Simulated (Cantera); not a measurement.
A perfectly stirred reactor is fed with CH4 : CO2 = 1 : 1.1 (molar parts), at 0.810 bar; it is held at 1850 K, and followed from long to short residence time.

Computed with Cantera and GRI-Mech 3.0 (53 species, 325 reactions).

Q: What does this change do: CO2 1.1 to 0.78 parts?

A: 
```json
[
 {"quantity": "x(CH4) at τ = 4.50 s", "before": "0.00505", "after": "0.00630"},
 {"quantity": "x(CO2) at τ = 4.50 s", "before": "0.0118", "after": "0.00334"},
 {"quantity": "x(O2) at τ = 4.50 s", "before": "6.55e-11", "after": "4.90e-12"},
 {"quantity": "x(HCO) at τ = 4.50 s", "before": "8.21e-8", "after": "7.68e-8"},
 {"quantity": "x(H2) at τ = 4.50 s", "before": "0.440", "after": "0.510"},
 {"quantity": "x(CH4) at τ = 67.0 ms", "before": "0.0314", "after": "0.0374"},
 {"quantity": "x(CO2) at τ = 67.0 ms", "before": "0.0665", "after": "0.0414"},
 {"quantity": "x(O2) at τ = 67.0 ms", "before": "8.00e-10", "after": "3.43e-10"},
 {"quantity": "x(HCO) at τ = 67.0 ms", "before": "7.32e-8", "after": "6.46e-8"},
 {"quantity": "x(H2) at τ = 67.0 ms", "before": "0.294", "after": "0.367"}
]
```
